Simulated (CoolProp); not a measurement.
A Linde-Hampson liquefier for oxygen: isothermal reversible compression at 230 K from 1 atm to 20 MPa, throttling to 1 atm, return gas leaving the recuperator 10 K below the feed. Each further row changes one setting.

Computed with CoolProp (reference Helmholtz-energy equation of state, Schmidt 1985).

```
case                        liquid yield per pass  compression work (kJ/kg of gas)
--------------------------  ---------------------  -------------------------------
as stated                              (withheld)                              297
high pressure 40 MPa                   (withheld)                       (withheld)
warm-end temperature 260 K             (withheld)                       (withheld)
warm-end gap 15 K                           0.194                              297
```

**Question.** What belongs in the gaps?

**Answer.** 
- as stated, liquid yield per pass: 0.205
- high pressure 40 MPa, liquid yield per pass: 0.270
- high pressure 40 MPa, compression work (kJ/kg of gas): 332
- warm-end temperature 260 K, liquid yield per pass: 0.137
- warm-end temperature 260 K, compression work (kJ/kg of gas): 344
